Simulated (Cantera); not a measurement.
Nitride etching: BN + O₂ + N₂

A closed system holds: 1 mol BN, 2.2 mol O₂, 6.7 mol N₂, held at 89000 Pa.

These are equilibrium values from Cantera (NASA tables, ideal gas, pure condensed phases), not measurements of a reactor. Candidate condensed phases: B, BN, B₂O₃; 17 gas species. Equilibrium is a limit: real reactors are often held back by kinetics, nucleation or transport.

```tsv
T (K)	x N₂	x O₂	x B₂O₃	x NO	x BO₂	x O	x NO₂	n B₂O₃(l)
848	0.832	0.168	<1e-12	4.00e-6	<1e-12	<1e-12	6.37e-7	0.500
948	0.832	0.168	<1e-12	1.57e-5	1.44e-12	1.29e-11	1.05e-6	0.500
1048	0.832	0.168	3.36e-11	4.75e-5	8.27e-11	2.75e-10	1.57e-6	0.500
1148	0.832	0.168	1.74e-9	0.000119	2.30e-9	3.44e-9	2.20e-6	0.500
1248	0.832	0.168	4.66e-8	0.000255	3.72e-8	2.89e-8	2.92e-6	0.500
1348	0.832	0.167	7.51e-7	0.000491	3.93e-7	1.77e-7	3.73e-6	0.500
1448	0.832	0.167	8.08e-6	0.000862	2.97e-6	8.45e-7	4.60e-6	0.500
1548	0.832	0.167	6.30e-5	0.00141	1.72e-5	3.30e-6	5.52e-6	0.499
1648	0.831	0.166	0.000378	0.00216	7.98e-5	1.09e-5	6.48e-6	0.496
1748	0.829	0.166	0.00183	0.00316	0.000309	3.16e-5	7.46e-6	0.483
1848	0.823	0.164	0.00737	0.00440	0.00103	8.12e-5	8.38e-6	0.431
1948	0.806	0.159	0.0255	0.00582	0.00299	0.000188	9.07e-6	0.259
2048	0.782	0.153	0.0514	0.00740	0.00631	0.000397	9.55e-6	0
```
x: gas mole fraction; n: condensed amount in mol.

From 848 K to 1948 K the condensed part is B₂O₃(l). At 2048 K nothing is condensed.
